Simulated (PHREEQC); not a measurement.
0.03 g of hydrous ferric oxide (600 m²/g; 0.2 weak and 0.005 strong sites per Fe, Dzombak-Morel constants, diffuse double layer) in 1 kg of water with 0.1 mol/kgw of an inert sodium salt and 3.9e-05 mol/kgw MgCl2, at 25 °C; the pH is set by adding NaOH or the inert anion's acid. Oxygen alone is held at its pressure in air (log pO2 = -0.68). The system is closed to CO2. Precipitation was switched off in this run.

The series has 13 steps of pH, from 3 to 11.

Computed with PHREEQC (ion-association model, wateq4f.dat).

Near which pH is half of the Mg sorbed, and on which side is more sorbed?

Near pH 9.3, with more sorbed at higher pH.

The oxide is taken as insoluble; below pH 4 it would dissolve.
